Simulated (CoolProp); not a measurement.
Benzene at 338.38 K and 15.7 MPa is throttled through a valve to 0.585 MPa with no heat exchange. Each further row changes one setting.

Model: reference Helmholtz-energy equation of state, Thol 2012, in CoolProp.

| case | temperature change (K) | final density (kg/m³) |
|---|---|---|
| as stated | (withheld) | 824 |
| outlet pressure 0.175 MPa | (withheld) | 824 |
| outlet pressure 0.76 MPa | +5.5 | (withheld) |

Problem. Complete the blanks.

Solution. 
- as stated, temperature change (K): +5.6
- outlet pressure 0.175 MPa, temperature change (K): +5.7
- outlet pressure 0.76 MPa, final density (kg/m³): 825
